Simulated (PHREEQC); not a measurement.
Consider water at 25 °C with 9.2e-05 mol Ca(OH)2 per kg of water. Closed to the air; pH follows from the charge balance.

Computed with PHREEQC (ion-association model, phreeqc.dat).

This is a speciation only: nothing precipitates in the calculation.

Predict the pH.

pH 10.25.
